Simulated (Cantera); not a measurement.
An isothermal, constant-pressure homogeneous reactor starts with 90.2 % N₂O, 9.84 % N₂, at 1325 K and 20.0 Torr.

Model: GRI-Mech 3.0 (53 species, 325 reactions), integrated in Cantera. GRI-Mech 3.0 was tuned for natural gas; its chemistry of N2O as a main component is partial and can be far from experiment. Radical loss at walls, strong at low pressure, is not modelled. The mechanism lacks the step 2 NO + O2 → 2 NO2, which can matter for NO2 below about 1400 K. The temperature is held fixed by assumption; the heat of reaction is taken as removed at once.

Q: Predict: x(N₂O) at 200 s; x(NO) at 200 s; x(NO₂) at 200 s; x(O) at 200 s; x(O₂) at 200 s; x(N₂) at 200 s.

A: 
| Item | Result |
|---|---|
| x(N₂O) at 200 s | 2.38e-6 (gas-phase equilibrium 5.31e-9) |
| x(NO) at 200 s | 0.0970 (gas-phase equilibrium 0.000531) |
| x(NO₂) at 200 s | 0.000173 (gas-phase equilibrium 1.03e-6) |
| x(O) at 200 s | 8.73e-7 (gas-phase equilibrium 9.46e-7) |
| x(O₂) at 200 s | 0.262 (gas-phase equilibrium 0.310) |
| x(N₂) at 200 s | 0.641 (gas-phase equilibrium 0.689) |
